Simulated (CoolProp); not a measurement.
Vapour-liquid equilibrium of CHF3 (R23) (1) + R143a (2) at -69.25 °C; x and y are mole fractions of (1).

Values from CoolProp's multi-fluid Helmholtz-energy mixture model, Penoncello 2003 and Lemmon and Jacobsen 2000; pair parameters Bell 2016.

```tsv
x	bubble pressure, mixture model (MPa)	bubble pressure, Raoult's law (MPa)	y, mixture model	y, Raoult's law
0.05	0.03820	0.03979	0.218	0.253
0.125	[?]	0.05252	0.446	0.479
0.2	0.06254	0.06526	[?]	0.616
0.275	0.07601	0.07800	0.700	0.709
0.35	0.08982	0.09073	0.772	0.776
0.425	0.1036	0.1035	[?]	0.826
0.5	0.1172	0.1162	0.865	0.865
0.575	0.1305	0.1289	[?]	0.897
0.65	0.1433	0.1417	0.920	0.923
0.725	0.1558	0.1544	0.941	0.944
0.8	0.1680	0.1671	0.959	0.963
0.875	0.1802	0.1799	0.975	0.978
0.95	0.1926	0.1926	0.990	0.992
```

Q: Complete the blanks.

A: 
- 0.125, bubble pressure, mixture model (MPa): 0.04980
- 0.2, y, mixture model: 0.597
- 0.425, y, mixture model: 0.825
- 0.575, y, mixture model: 0.896

The largest gap from Raoult's law is -5.2 % in bubble pressure, at x = 0.125. No azeotrope shows between x = 0.05 and 0.95.

The pair parameters rest on a limited set of measurements; away from them the model extrapolates. The gap from Raoult's law changes sign with composition, which may be real or a fault of the pair parameters; it wasn't checked against measurements.
